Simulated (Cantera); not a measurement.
An adiabatic, constant-volume homogeneous reactor starts with CO : H2 : CH4 : O2 : N2 = 1 : 0.13 : 0.049 : 2.07 : 7.79 (molar parts), equivalence ratio 0.32, at 950 K and 17.0 bar.

Computed with Cantera and GRI-Mech 3.0 (53 species, 325 reactions). The pressure lies above the range GRI-Mech 3.0 was tuned for (to about 10 atm). Below about 1000 K GRI-Mech 3.0 lacks low-temperature oxidation paths.

Problem. Predict: time of steepest temperature rise; temperature at 0.700 s; equilibrium temperature; x(CO) at 0.700 s; x(H2) at 0.700 s; x(HO2) at 0.700 s.

Solution. 
```
Item                                                                   Value
---------------------------------  -----------------------------------------
time of steepest temperature rise                                    26.6 ms
temperature at 0.700 s                                                2068 K
equilibrium temperature                                               2067 K
x(CO) at 0.700 s                   0.000107 (gas-phase equilibrium 0.000107)
x(H2) at 0.700 s                     4.78e-6 (gas-phase equilibrium 4.78e-6)
x(HO2) at 0.700 s                    2.92e-6 (gas-phase equilibrium 2.92e-6)
```
